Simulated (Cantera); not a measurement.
Charge: 1 mol FeS₂, 3.2 mol H₂S, 2.5 mol O₂, at 723.15 K.

These are equilibrium values from Cantera (NASA tables, ideal gas, pure condensed phases), not measurements of a reactor. Candidate condensed phases: Fe, FeO, Fe(OH)₂, Fe(OH)₃, FeS, FeSO₄, FeS₂, Fe₂O₃, Fe₂(SO₄)₃, Fe₃O₄, H₂O, H₂SO₄, S; 22 gas species. Gases not in the tables: S₃ to S₇. Equilibrium is a limit: real reactors are often held back by kinetics, nucleation or transport.

x: gas mole fraction; n: condensed amount in mol.

```json
[
 {"P (Pa)": "1000", "x H₂O": "0.525", "x SO₂": "0.225", "x S₂": "0.147", "x H₂S": "0.100", "x S₈": "5.91e-5", "x S₂O": "0.00250", "x H₂": "0.000315", "n FeS₂(s)": "1.00", "n S(l)": "0"},
 {"P (Pa)": "2300", "x H₂O": "0.515", "x SO₂": "0.232", "x S₂": "0.137", "x H₂S": "(withheld)", "x S₈": "(withheld)", "x S₂O": "(withheld)", "x H₂": "(withheld)", "n FeS₂(s)": "1.00", "n S(l)": "0"},
 {"P (Pa)": "5400", "x H₂O": "0.513", "x SO₂": "0.239", "x S₂": "0.118", "x H₂S": "0.123", "x S₈": "0.00387", "x S₂O": "0.00332", "x H₂": "0.000185", "n FeS₂(s)": "1.00", "n S(l)": "0"},
 {"P (Pa)": "13000", "x H₂O": "0.532", "x SO₂": "0.244", "x S₂": "(withheld)", "x H₂S": "0.122", "x S₈": "(withheld)", "x S₂O": "0.00325", "x H₂": "(withheld)", "n FeS₂(s)": "1.00", "n S(l)": "0"},
 {"P (Pa)": "29000", "x H₂O": "0.562", "x SO₂": "0.244", "x S₂": "0.0538", "x H₂S": "0.112", "x S₈": "0.0255", "x S₂O": "0.00283", "x H₂": "0.000108", "n FeS₂(s)": "1.00", "n S(l)": "0"},
 {"P (Pa)": "68000", "x H₂O": "0.593", "x SO₂": "0.241", "x S₂": "0.0309", "x H₂S": "0.0969", "x S₈": "0.0357", "x S₂O": "0.00230", "x H₂": "8.08e-5", "n FeS₂(s)": "1.00", "n S(l)": "0"},
 {"P (Pa)": "160000", "x H₂O": "0.620", "x SO₂": "0.237", "x S₂": "0.0170", "x H₂S": "0.0811", "x S₈": "0.0432", "x S₂O": "0.00181", "x H₂": "5.94e-5", "n FeS₂(s)": "1.00", "n S(l)": "0"},
 {"P (Pa)": "370000", "x H₂O": "0.642", "x SO₂": "0.232", "x S₂": "0.00936", "x H₂S": "0.0668", "x S₈": "0.0485", "x S₂O": "0.00141", "x H₂": "4.33e-5", "n FeS₂(s)": "1.00", "n S(l)": "0"},
 {"P (Pa)": "860000", "x H₂O": "0.680", "x SO₂": "0.231", "x S₂": "0.00451", "x H₂S": "0.0507", "x S₈": "0.0328", "x S₂O": "0.00100", "x H₂": "3.11e-5", "n FeS₂(s)": "1.00", "n S(l)": "0.773"},
 {"P (Pa)": "2000000", "x H₂O": "0.719", "x SO₂": "0.229", "x S₂": "0.00194", "x H₂S": "0.0352", "x S₈": "0.0141", "x S₂O": "0.000654", "x H₂": "2.16e-5", "n FeS₂(s)": "1.00", "n S(l)": "1.58"}
]
```

Problem. What belongs in the gaps?

Solution. 
- 13000, x S₂: 0.0847
- 13000, x S₈: 0.0141
- 13000, x H₂: 0.000141
- 2300, x H₂S: 0.113
- 2300, x S₈: 0.000533
- 2300, x S₂O: 0.00295
- 2300, x H₂: 0.000243
